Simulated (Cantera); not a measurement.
Charge: 1 mol BN, 5.2 mol Cl₂, equilibrated at 973 K and 3100 Pa.

Equilibrium computed with Cantera from the NASA thermochemical tables; the gas is ideal and each condensed phase is pure. Candidate condensed phases: B, BN; 10 gas species. Rates play no part.

Base state: Cl₂ 0.710, BCl₃ 0.192, N₂ 0.0961, Cl 0.00123 (mole fractions); condensed: gas only.

What changes in the equilibrium state with this change: temperature from 973 K to 1123 K?


| species | before | after |
|---|---|---|
| Cl₂ | 0.710 | 0.703 |
| BCl₃ | 0.192 | 0.191 |
| N₂ | 0.0961 | 0.0957 |
| Cl | 0.00123 | 0.00954 |
